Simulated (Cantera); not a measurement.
A perfectly stirred reactor is fed with 7.40 % CH4, 19.5 % O2, 73.2 % N2, equivalence ratio 0.76, at 101000 Pa; it is adiabatic with a 525 K inlet, and is followed from long to short residence time, starting on the burning branch (τ in s: 0.49, 0.15, 0.046, 0.014, 0.0043, 0.0013, 0.0004, 0.00012, 3.7e-05, 1.1e-05).

Cantera simulation using GRI-Mech 3.0 (53 species, 325 reactions); the numbers are that mechanism's predictions, not measurements.

x: mole fraction; the columns are a selection and need not sum to one.

```json
[
 {"τ (s)": "0.49", "T (K)": "2094", "x CH4": "9.40e-7", "x O2": "0.0457", "x HO2": "1.61e-6", "x C2H4": "1.18e-11", "x HCO": "3.72e-9", "x C2H": "<1e-12", "x H2O": "0.146"},
 {"τ (s)": "0.15", "T (K)": "2093", "x CH4": "2.79e-6", "x O2": "0.0462", "x HO2": "1.69e-6", "x C2H4": "9.80e-11", "x HCO": "1.22e-8", "x C2H": "<1e-12", "x H2O": "0.146"},
 {"τ (s)": "0.046", "T (K)": "2085", "x CH4": "7.46e-6", "x O2": "0.0465", "x HO2": "1.90e-6", "x C2H4": "5.96e-10", "x HCO": "4.06e-8", "x C2H": "2.49e-12", "x H2O": "0.145"},
 {"τ (s)": "0.014", "T (K)": "2066", "x CH4": "1.77e-5", "x O2": "0.0471", "x HO2": "2.56e-6", "x C2H4": "?", "x HCO": "1.37e-7", "x C2H": "9.97e-12", "x H2O": "0.144"},
 {"τ (s)": "0.0043", "T (K)": "2029", "x CH4": "3.94e-5", "x O2": "0.0482", "x HO2": "4.23e-6", "x C2H4": "?", "x HCO": "4.56e-7", "x C2H": "2.90e-11", "x H2O": "0.142"},
 {"τ (s)": "0.0013", "T (K)": "1966", "x CH4": "9.22e-5", "x O2": "0.0502", "x HO2": "7.77e-6", "x C2H4": "?", "x HCO": "1.51e-6", "x C2H": "7.73e-11", "x H2O": "0.138"},
 {"τ (s)": "0.00040", "T (K)": "1879", "x CH4": "0.000240", "x O2": "0.0536", "x HO2": "1.43e-5", "x C2H4": "?", "x HCO": "4.76e-6", "x C2H": "2.26e-10", "x H2O": "0.133"},
 {"τ (s)": "0.00012", "T (K)": "1758", "x CH4": "0.000854", "x O2": "0.0611", "x HO2": "2.92e-5", "x C2H4": "?", "x HCO": "1.55e-5", "x C2H": "1.01e-9", "x H2O": "0.128"},
 {"τ (s)": "3.7e-5", "T (K)": "525", "x CH4": "0.0740", "x O2": "0.195", "x HO2": "<1e-12", "x C2H4": "<1e-12", "x HCO": "<1e-12", "x C2H": "<1e-12", "x H2O": "<1e-12"},
 {"τ (s)": "1.1e-5", "T (K)": "525", "x CH4": "0.0740", "x O2": "0.195", "x HO2": "<1e-12", "x C2H4": "<1e-12", "x HCO": "<1e-12", "x C2H": "<1e-12", "x H2O": "<1e-12"}
]
```

**Question.** Complete the blanks.

**Answer.** 
- 0.014, x C2H4: 2.41e-9
- 0.0043, x C2H4: 7.37e-9
- 0.0013, x C2H4: 2.29e-8
- 0.00040, x C2H4: 9.09e-8
- 0.00012, x C2H4: 7.49e-7
